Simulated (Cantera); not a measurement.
An adiabatic, constant-volume homogeneous reactor starts with H₂ : O₂ : N₂ = 1 : 0.676 : 8.11 (molar parts), equivalence ratio 0.74, at 1275 K and 5.00 bar.

Detailed kinetics in Cantera: the H2/O2 subset of GRI-Mech 3.0, which has no nitrogen chemistry. The hydrogen kinetics of GRI-Mech 3.0 are dated; newer H2 mechanisms differ, most at raised pressure.

One state of this run: T (K) = 2183; P (bar) = 8.13; x H₂ = 0.000282; x O₂ = 0.0186; x HO₂ = 1.58e-6; x H = 3.03e-5; x H₂O = 0.107; x O = 0.000117. x: mole fraction; the columns are a selection and need not sum to one.

Q: Which value of t (s) does it belong to?
A. 1.07e-5
B. 4.00e-6
C. 7.65e-5
D. 0.0280

A: D, 0.0280
